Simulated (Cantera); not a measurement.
A freely propagating, adiabatic, planar premixed flame of CH₄ : C₂H₆ : O₂ : N₂ = 1 : 0.042 : 1.53 : 5.77 (molar parts), equivalence ratio 1.4, unburnt at 600 K and 188 Torr; mixture-averaged transport, grid criteria slope 0.08 and curve 0.16, no radiation.

Computed with Cantera and GRI-Mech 3.0 (53 species, 325 reactions). Burning velocities carry a grid error of a few per cent, more on coarse grids.

Q: What does this change do: inlet temperature 600 to 625 K?

A: 
```csv
quantity,before,after
laminar burning velocity,110 cm/s,120 cm/s
thermal thickness,1.42 mm,1.38 mm
peak x(CH₂O),0.00121,0.00123
peak x(H),0.0118,0.0122
```
